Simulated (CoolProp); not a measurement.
Vapour-liquid equilibrium of cyclohexane (1) + toluene (2) at 474.9 K; x and y are mole fractions of (1).

The numbers come from the multi-fluid Helmholtz-energy mixture model, Zhou 2014 and Lemmon 2006; pair parameters Bell 2016 in CoolProp.

```csv
x,bubble pressure (MPa),y at the bubble point,dew pressure at overall composition x (MPa),liquid density (mol/L)
0.05,0.8141,0.088,0.7963,7.286
0.125,0.8723,0.203,0.8323,7.244
0.2,(withheld),0.303,0.8708,(withheld)
0.275,0.9807,0.391,(withheld),(withheld)
0.35,1.031,0.471,0.9555,7.118
0.425,(withheld),0.543,1.002,7.078
0.5,1.125,0.610,1.050,7.038
0.575,1.169,0.673,1.101,7.000
0.65,1.211,0.733,1.153,6.964
0.725,1.251,0.791,1.205,(withheld)
0.8,1.289,0.848,1.257,6.897
0.875,1.326,0.905,1.307,6.867
0.95,1.361,0.962,1.354,6.840
```

Task: Complete the blanks.

Result: 
- 0.2, bubble pressure (MPa): 0.9278
- 0.2, liquid density (mol/L): 7.201
- 0.275, dew pressure at overall composition x (MPa): 0.9118
- 0.275, liquid density (mol/L): 7.159
- 0.425, bubble pressure (MPa): 1.079
- 0.725, liquid density (mol/L): 6.929

No azeotrope shows between x = 0.05 and 0.95.

The pair parameters rest on a limited set of measurements; away from them the model extrapolates.
